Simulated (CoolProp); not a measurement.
Vapour-liquid equilibrium of R125 (1) + R236EA (2) at 255.8 K; x and y are mole fractions of (1).

Values from CoolProp's multi-fluid Helmholtz-energy mixture model, Lemmon 2005 and Rui 2013; pair parameters Bell 2016.

| x | bubble pressure (bar) | y at the bubble point | dew pressure at overall composition x (bar) | liquid density (mol/L) |
|---|---|---|---|---|
| 0.05 | 0.5279 | 0.366 | 0.3657 | 10.29 |
| 0.15 | 0.8757 | 0.650 | 0.4052 | 10.44 |
| 0.25 | 1.213 | 0.771 | 0.4542 | 10.59 |
| 0.35 | 1.542 | 0.840 | 0.5166 | 10.74 |
| 0.45 | 1.868 | 0.885 | 0.5987 | 10.89 |
| 0.55 | 2.193 | 0.917 | 0.7114 | 11.04 |
| 0.65 | 2.519 | 0.942 | 0.8756 | 11.18 |
| 0.75 | 2.850 | 0.962 | 1.136 | 11.32 |
| 0.85 | 3.189 | 0.979 | 1.605 | 11.45 |
| 0.95 | 3.539 | 0.993 | 2.647 | 11.57 |

No azeotrope shows between x = 0.05 and 0.95.

Pair parameters are fitted to limited data, so mixtures are less certain than the pure fluids. The gap from Raoult's law changes sign with composition, which may be real or a fault of the pair parameters; it wasn't checked against measurements.
